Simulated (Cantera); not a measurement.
Cantera run:

```python
import numpy as np
import cantera as ct

gas_names = [...]  # 130 gases of nasa_gas.yaml made of C, H, Mg, O, S
cond_names = """
    C(gr) C6H6(L) C7H8(L) C8H18(L),n-octa H2O(s) H2O(L) H2SO4(L) Mg(cr) Mg(L) MgCO3(s) MgO(s) MgO(L)
    MgO2H2(s) MgS(s) MgSO4(s) MgSO4(L) S(cr1) S(cr2) S(L)
""".split()


# ... load() reads the species with a 1 bar reference pressure and builds the phases ...
atoms = {
    'MgCO3': {'Mg': 1, 'C': 1, 'O': 3},
    'H2S': {'H': 2, 'S': 1},
    'H2O': {'H': 2, 'O': 1},
}
top_T = {'C(gr)': 4500, 'MgS(s)': 2250}  # K; cautious upper limits of use, not melting points


# ... equilibrate(T, P, feed) seeds the gas with the atoms and calls Mixture.equilibrate('TP', solver="vcs", rtol=1e-11, max_steps=5000) ...
results = []
T = 875  # K
P = 4300  # Pa
for m in [0.2, 0.24, 0.29, 0.34, 0.41, 0.49, 0.59, 0.71, 0.85, 1, 1.2]:
    feed = {'MgCO3': 1, 'H2S': m, 'H2O': 4}  # mol
    mix = equilibrate(T, P, feed)
    results.append((T, P, feed, dict(zip(mix.species_names, mix.species_moles))))

top = {s: max(r[3][s] / sum(r[3][g] for g in gas_names) for r in results) for s in gas_names}
cols = sorted((s for s in top if top[s] > 0.001), key=lambda s: -top[s])[:7]
seen = [c for c in cond_names if any(r[3].get(c, 0) > 1e-12 for r in results)]
print("log10 of partial pressures in bar; condensed amounts in mol")
print(f"{'n(H2S)':>10s}" + "".join(f"{s[:9]:>10s}" for s in cols + seen))
for T, P, feed, n in results:
    ng = sum(n[g] for g in gas_names)
    print(f"{feed['H2S']:10.4g}" + "".join(f"{np.log10(max(n[s] / ng * P / 1e5, 1e-99)):10.3f}" for s in cols)
          + "".join(f"{n.get(c, 0):10.4g}" for c in seen))
```

Result:

```
log10 of partial pressures in bar; condensed amounts in mol
    n(H2S)       H2O       CO2       H2S        H2        S2       SO2        CO    MgO(s)
       0.2    -1.483    -2.086    -2.836    -3.508    -4.260    -4.118    -4.532         1
      0.24    -1.487    -2.089    -2.758    -3.480    -4.160    -4.130    -4.504         1
      0.29    -1.491    -2.094    -2.679    -3.450    -4.061    -4.149    -4.474         1
      0.34    -1.495    -2.098    -2.612    -3.424    -3.982    -4.171    -4.448         1
      0.41    -1.501    -2.104    -2.535    -3.391    -3.893    -4.204    -4.416         1
      0.49    -1.507    -2.111    -2.463    -3.358    -3.814    -4.243    -4.383         1
      0.59    -1.515    -2.120    -2.389    -3.322    -3.738    -4.292    -4.348         1
      0.71    -1.524    -2.130    -2.317    -3.285    -3.667    -4.348    -4.312         1
      0.85    -1.535    -2.141    -2.248    -3.248    -3.603    -4.411    -4.276         1
         1    -1.546    -2.153    -2.187    -3.215    -3.550    -4.474    -4.243         1
       1.2    -1.560    -2.168    -2.121    -3.177    -3.494    -4.551    -4.206         1
```

These are equilibrium values from Cantera (NASA tables, ideal gas, pure condensed phases), not measurements of a reactor. Gases not in the tables: S3 to S7.
